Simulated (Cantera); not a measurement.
Charge: 1 mol MgO, 0.74 mol H₂S, 31 mol N₂, at 752 °C and 0.420 bar.

These are equilibrium values from Cantera (NASA tables, ideal gas, pure condensed phases), not measurements of a reactor. Candidate condensed phases: H₂O, H₂SO₄, Mg, MgO, Mg(OH)₂, MgS, MgSO₄, S; 43 gas species. Mutual solubility and eutectic melting of coexisting phases are not modelled. Gases not in the tables: S₃ to S₇. Kinetics and transport are ignored.

Problem. What is the equilibrium state?

Solution. 
```json
{
 "x(N₂)": "0.974",
 "x(H₂S)": "0.0174",
 "x(H₂)": "0.00509",
 "x(S₂)": "0.00254",
 "x(H₂O)": "0.000798",
 "x(SH)": "3.67e-6",
 "n(MgO(s))": "0.975 mol",
 "n(MgS(s))": "0.0254 mol",
 "gas_amount": "31.82 mol",
 "log10 activity of S(l) (absent)": "-1.92",
 "log10 activity of Mg(l) (absent)": "-14.43"
}
```
